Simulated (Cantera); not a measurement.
An isothermal, constant-pressure homogeneous reactor starts with C₂H₆ : H₂ = 1 : 15 (molar parts), at 1800 K and 0.00138 atm.

Cantera simulation using GRI-Mech 3.0 (53 species, 325 reactions); the numbers are that mechanism's predictions, not measurements. GRI-Mech 3.0 stops at C3 and has no aromatics, soot or wall deposition, so with more carbon than oxygen in the feed, carbon stays in small species such as C2H2 where larger ones or solid carbon would form. Radical loss at walls, strong at low pressure, is not modelled.

**Question.** Predict: x(C₂H₆) at 5.00 s; x(H₂) at 5.00 s; x(H) at 5.00 s; x(C₂H₄) at 5.00 s; x(C₂H) at 5.00 s.

**Answer.** 
- x(C₂H₆) at 5.00 s: 4.24e-8 (gas-phase equilibrium 2.85e-12)
- x(H₂) at 5.00 s: 0.938 (gas-phase equilibrium 0.935)
- x(H) at 5.00 s: 0.00463 (gas-phase equilibrium 0.00932)
- x(C₂H₄) at 5.00 s: 5.63e-6 (gas-phase equilibrium 1.68e-6)
- x(C₂H) at 5.00 s: 2.33e-6 (gas-phase equilibrium 4.82e-6)
